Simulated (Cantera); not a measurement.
Feed: 1 mol SiH₄, a varied amount of H₂O, equilibrated at 1998 K and 1.00 bar.

Cantera equilibrium calculation (NASA polynomials, part measured and part estimated; ideal gas, pure solids and liquids). Candidate condensed phases: H₂O, Si, SiO₂; 18 gas species. The tables hold silica as quartz up to 1696 K and as liquid above; real silica turns to tridymite and cristobalite and melts near 1996 K. Gases not in the tables: Si(OH)₄. The numbers say what is thermodynamically allowed, not how fast it happens.

Question: At 4.7 mol H₂O, list the 5 most abundant gas species with their mole fractions, and the condensed phases.

Answer: H₂ 0.596, H₂O 0.403, H 0.00124, SiO 0.000103, OH 8.33e-5. Condensed: SiO₂(l).
